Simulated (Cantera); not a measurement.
# Fluorocarbon and chlorocarbon gases: CH3Cl + HCl + H2

Charge: 1 mol CH3Cl, 0.033 mol HCl, 0.074 mol H2, equilibrated at 2927 °C.

These are equilibrium values from Cantera (NASA tables, ideal gas, pure condensed phases), not measurements of a reactor. Candidate condensed phases: C, C6H6, C7H8, C8H18; 91 gas species. The tables' values for CCl are old estimates; treat these amounts as uncertain. Equilibrium is a limit: real reactors are often held back by kinetics, nucleation or transport.

From 1.00e-5 bar to 0.0130 bar nothing is condensed. From 0.0560 bar to 1.00 bar the condensed part is C(graphite). The main C-bearing gas is C at 1.00e-5 bar and C2H2 (acetylene) at 1.00 bar.

```json
[
 {"P (Pa)": "1", "x H": "0.611", "x H2": "4.72e-5", "x HCl": "2.28e-5", "x Cl": "0.198", "x C": "0.190", "x C3": "5.73e-5", "x C2H2 (acetylene)": "2.01e-10", "x C2": "0.000961", "x C2H": "5.83e-7", "n C(graphite)": "0"},
 {"P (Pa)": "4.20", "x H": "0.613", "x H2": "0.000200", "x HCl": "9.65e-5", "x Cl": "0.199", "x C": "0.183", "x C3": "0.000900", "x C2H2 (acetylene)": "1.39e-8", "x C2": "0.00374", "x C2H": "9.56e-6", "n C(graphite)": "0"},
 {"P (Pa)": "18", "x H": "0.626", "x H2": "0.000894", "x HCl": "0.000432", "x Cl": "0.204", "x C": "0.149", "x C3": "0.00898", "x C2H2 (acetylene)": "7.59e-7", "x C2": "0.0107", "x C2H": "0.000119", "n C(graphite)": "0"},
 {"P (Pa)": "75", "x H": "0.650", "x H2": "0.00401", "x HCl": "0.00195", "x Cl": "0.213", "x C": "0.0861", "x C3": "0.0300", "x C2H2 (acetylene)": "1.97e-5", "x C2": "0.0148", "x C2H": "0.000717", "n C(graphite)": "0"},
 {"P (Pa)": "320", "x H": "0.652", "x H2": "0.0172", "x HCl": "0.00857", "x Cl": "0.218", "x C": "0.0386", "x C3": "0.0492", "x C2H2 (acetylene)": "0.000310", "x C2": "0.0127", "x C2H": "0.00263", "n C(graphite)": "0"},
 {"P (Pa)": "1300", "x H": "0.598", "x H2": "0.0589", "x HCl": "0.0315", "x Cl": "0.215", "x C": "0.0161", "x C3": "0.0595", "x C2H2 (acetylene)": "0.00306", "x C2": "0.00903", "x C2H": "0.00698", "n C(graphite)": "0"},
 {"P (Pa)": "5600", "x H": "0.466", "x H2": "0.154", "x HCl": "0.0982", "x Cl": "0.200", "x C": "0.00538", "x C3": "0.0409", "x C2H2 (acetylene)": "0.0165", "x C2": "0.00432", "x C2H": "0.0112", "n C(graphite)": "0.295"},
 {"P (Pa)": "24000", "x H": "0.302", "x H2": "0.277", "x HCl": "0.213", "x Cl": "0.156", "x C": "0.00126", "x C3": "0.00954", "x C2H2 (acetylene)": "0.0297", "x C2": "0.00101", "x C2H": "0.00726", "n C(graphite)": "0.679"},
 {"P (Pa)": "100000", "x H": "0.169", "x H2": "0.361", "x HCl": "0.320", "x Cl": "0.101", "x C": "0.000301", "x C3": "0.00229", "x C2H2 (acetylene)": "0.0387", "x C2": "0.000242", "x C2H": "0.00406", "n C(graphite)": "0.746"}
]
```
x: gas mole fraction; n: condensed amount in mol.
